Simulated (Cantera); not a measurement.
What does this Cantera script print?

```python
import numpy as np
import cantera as ct

gas_names = [...]  # 92 gases of nasa_gas.yaml made of C, H, N
cond_names = """
    C(gr) C6H6(L) C7H8(L) C8H18(L),n-octa
""".split()


# ... load() reads the species with a 1 bar reference pressure and builds the phases ...
atoms = {
    'n-butane': {'C': 4, 'H': 10},
    'NH3': {'N': 1, 'H': 3},
    'H2': {'H': 2},
}
top_T = {'C(gr)': 4500}  # K; cautious upper limits of use, not melting points


# ... equilibrate(T, P, feed) seeds the gas with the atoms and calls Mixture.equilibrate('TP', solver="vcs", rtol=1e-11, max_steps=5000) ...
results = []
feed = {'n-butane': 1, 'NH3': 0.3, 'H2': 1.5}  # mol
T = 1525  # K
P = 133.322  # Pa
mix = equilibrate(T, P, feed)
results.append((T, P, feed, dict(zip(mix.species_names, mix.species_moles))))
print(gas.report(threshold=1e-05))
for i in range(1, mix.n_phases):
    print(f"{mix.phase(i).name:16s} {mix.phase_moles(i):12.5e} mol")
```

Output:

```
       temperature   1525 K
          pressure   133.32 Pa
           density   2.6991e-05 kg/m^3
  mean mol. weight   2.567 kg/kmol
   phase of matter   gas

                          1 kg             1 kmol
                     ---------------   ---------------
          enthalpy        1.4551e+07        3.7352e+07  J
   internal energy        9.6116e+06        2.4673e+07  J
           entropy             92213        2.3671e+05  J/K
    Gibbs function       -1.2607e+08       -3.2363e+08  J
 heat capacity c_p             12663             32506  J/K
 heat capacity c_v            9424.3             24192  J/K

                      mass frac. Y      mole frac. X     chem. pot. / RT
                     ---------------   ---------------   ---------------
    C2H2,acetylene        0.00011996        1.1826e-05           -29.734
                 H        0.00025162        0.00064077           -12.647
               HCN         0.0018985        0.00018033            -33.14
                H2           0.76819           0.97813           -25.293
                N2           0.22949          0.021028           -36.545
     [  +87 minor]        5.3243e-05        6.2604e-06

C(gr)             3.99851e+00 mol
```

These are equilibrium values from Cantera (NASA tables, ideal gas, pure condensed phases), not measurements of a reactor.
